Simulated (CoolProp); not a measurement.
Vapour-liquid equilibrium of methanol (1) + m-xylene (2) at 0.485 MPa; x and y are mole fractions of (1).

Values from CoolProp's multi-fluid Helmholtz-energy mixture model, de Reuck 1993 and Zhou 2012; pair parameters Bell 2016.

```tsv
x	bubble temperature (°C)	y at the bubble point	dew temperature at overall composition x (°C)	liquid density (mol/L)
0.05	___	___	205.8	___
0.2	___	0.836	196.1	8.247
0.35	121.9	0.876	185.6	9.401
0.5	118.9	0.891	173.3	10.84
0.65	116.7	___	158.0	12.81
0.8	114.2	0.931	___	15.63
0.95	111.3	___	___	19.90
```

Problem. Complete the blanks.

Solution. 
- 0.05, bubble temperature (°C): 168.5
- 0.05, y at the bubble point: 0.551
- 0.05, liquid density (mol/L): 7.039
- 0.2, bubble temperature (°C): 130.2
- 0.65, y at the bubble point: 0.906
- 0.8, dew temperature at overall composition x (°C): 136.8
- 0.95, y at the bubble point: 0.977
- 0.95, dew temperature at overall composition x (°C): 112.8

No azeotrope shows between x = 0.05 and 0.95.

Pair parameters are fitted to limited data, so mixtures are less certain than the pure fluids. With so large a gap from Raoult's law the liquid may split in two, which this calculation doesn't test in full.
